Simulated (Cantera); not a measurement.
**Equilibrium for carbon deposition, reforming and gasification: C₃H₈ + CO₂ + N₂ + H₂O**

Feed: 1 mol C₃H₈, 0.36 mol CO₂, 2.6 mol N₂, 1.5 mol H₂O, held at 0.133 bar.

Equilibrium computed with Cantera from the NASA thermochemical tables; the gas is ideal and each condensed phase is pure. Candidate condensed phases: C, C₆H₆, C₇H₈, C₈H₁₈, H₂O; 136 gas species. Rates play no part.

```
T (K)   x H₂   x N₂     x CO     x H₂O     x CH₄       x H    x CO₂     x HCN  n C(graphite)
-----  -----  -----  -------  --------  --------  --------  -------  --------  -------------
650    0.217  0.358  0.00290     0.214     0.163    <1e-12   0.0445  2.50e-10           1.83
850    0.498  0.280    0.113    0.0528    0.0205  3.96e-11   0.0366   1.14e-7           1.78
1050   0.529  0.253    0.211   0.00270   0.00214   1.62e-8  0.00127   4.07e-6           1.16
1250   0.532  0.252    0.215  0.000230  0.000415   9.66e-7  5.93e-5   4.64e-5           1.14
1450   0.533  0.252    0.215   3.81e-5  0.000125   1.89e-5  6.47e-6  0.000269           1.14
1650   0.532  0.251    0.215   9.82e-6   5.02e-5  0.000182  1.24e-6   0.00101           1.13
1850   0.530  0.250    0.215   3.41e-6   2.46e-5   0.00107  3.44e-7   0.00284           1.11
2050   0.525  0.248    0.215   1.45e-6   1.37e-5   0.00450  1.24e-7   0.00645           1.06
2250   0.513  0.243    0.214   7.11e-7   8.31e-6    0.0146  5.43e-8    0.0125          0.963
2450   0.487  0.235    0.211   3.78e-7   5.16e-6    0.0384  2.70e-8    0.0211          0.801
2650   0.441  0.223    0.206   2.07e-7   3.10e-6    0.0852  1.47e-8    0.0316          0.552
```
x: gas mole fraction; n: condensed amount in mol.

From 650 K to 2650 K the condensed part is C(graphite). The main C-bearing gas is CH₄ at 650 K and CO at 2650 K. The share of C in condensed phases is highest at 650 K (54.5 %) and lowest at 2650 K (16.4 %).
